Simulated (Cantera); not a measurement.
An isothermal, constant-pressure homogeneous reactor starts with C2H6 : N2 = 1 : 6 (molar parts), at 1323 K and 100.0 Torr.

Computed with Cantera and GRI-Mech 3.0 (53 species, 325 reactions). GRI-Mech 3.0 stops at C3 and has no aromatics, soot or wall deposition, so with more carbon than oxygen in the feed, carbon stays in small species such as C2H2 where larger ones or solid carbon would form.

One state of this run: x C2H6 = 5.32e-6; x CH3 = 5.43e-6; x CH4 = 0.0298; x H = 1.67e-6; x C2H = 4.76e-10; x HCN = 3.21e-9; x CH2 = 3.20e-11. x: mole fraction; the columns are a selection and need not sum to one.

Q: Which value of t (s) does it belong to?
(A) 0.00316
(B) 0.000100
(C) 0.100
(D) 17.8

A: D, 17.8
